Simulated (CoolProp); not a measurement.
A simple Rankine cycle with hexamethyldisiloxane (MM): condensing at 315.15 K, boiler at 0.0633 MPa, turbine inlet 508.3 K, turbine efficiency 0.85, pump efficiency 0.7, no recuperator. Each further row changes one setting.

The numbers come from the reference Helmholtz-energy equation of state, Thol 2016 in CoolProp.

```csv
case,thermal efficiency (%),net work (kJ/kg),heat in (kJ/kg),turbine exit temperature (K),volume ratio over the turbine
as stated,6.2,34.9,566,490.5,4.95
turbine inlet 528.3 K,[?],36.3,607,510.2,4.95
condensing temperature 307.15 K,7.3,[?],582,486.6,7.08
boiler pressure 0.0443 MPa,4.8,27.4,567,[?],[?]
turbine efficiency 0.75,[?],30.8,566,[?],[?]
```

Q: Complete the blanks.

A: 
- turbine inlet 528.3 K, thermal efficiency (%): 6.0
- condensing temperature 307.15 K, net work (kJ/kg): 42.5
- boiler pressure 0.0443 MPa, turbine exit temperature (K): 494.4
- boiler pressure 0.0443 MPa, volume ratio over the turbine: 3.48
- turbine efficiency 0.75, thermal efficiency (%): 5.4
- turbine efficiency 0.75, turbine exit temperature (K): 492.5
- turbine efficiency 0.75, volume ratio over the turbine: 4.97
